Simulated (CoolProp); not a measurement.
n-dodecane along the isotherm 620 K: Z from the reference equation and from simpler models built on Tc = 658.1 K, pc = 18.18 bar, ω = 0.574; each cubic takes its own stable root.

Computed with CoolProp (reference Helmholtz-energy equation of state, Lemmon 2004). It is a short technical equation, of lower accuracy than the large ones.

| p (bar) | phase | reference | van der Waals | Redlich-Kwong | Soave-Redlich-Kwong | Peng-Robinson |
|---|---|---|---|---|---|---|
| 0.144 | gas | 0.9960 | 0.9973 | 0.9968 | 0.9966 | 0.9963 |
| 0.217 | gas | 0.9939 | 0.9959 | 0.9952 | 0.9949 | 0.9944 |
| 0.327 | gas | 0.9908 | 0.9938 | 0.9927 | 0.9923 | 0.9915 |
| 0.493 | gas | 0.9861 | 0.9906 | 0.9890 | 0.9883 | 0.9872 |
| 0.744 | gas | 0.9790 | 0.9858 | 0.9833 | 0.9823 | 0.9806 |
| 1.12 | gas | 0.9682 | 0.9785 | 0.9747 | 0.9731 | 0.9706 |
| 1.69 | gas | 0.9516 | 0.9672 | 0.9614 | 0.9590 | 0.9553 |
| 2.56 | gas | 0.9256 | 0.9496 | 0.9407 | 0.9369 | 0.9313 |
| 3.85 | gas | 0.8854 | 0.9223 | 0.9087 | 0.9026 | 0.8943 |
| 5.82 | gas | 0.8194 | 0.8774 | 0.8562 | 0.8459 | 0.8334 |
| 8.77 | gas | 0.7040 | 0.8004 | 0.7661 | 0.7458 | 0.7276 |
| 13.2 | liquid | 0.1009 | 0.6356 | 0.1470 | 0.1310 | 0.1161 |
| 20 | liquid | 0.1484 | 0.2621 | 0.2022 | 0.1880 | 0.1670 |
| 30.1 | liquid | 0.2165 | 0.3634 | 0.2820 | 0.2680 | 0.2385 |
| 45.4 | liquid | 0.3158 | 0.5127 | 0.3967 | 0.3825 | 0.3410 |

At some of these states van der Waals gives the other phase, because its saturation line lies elsewhere.
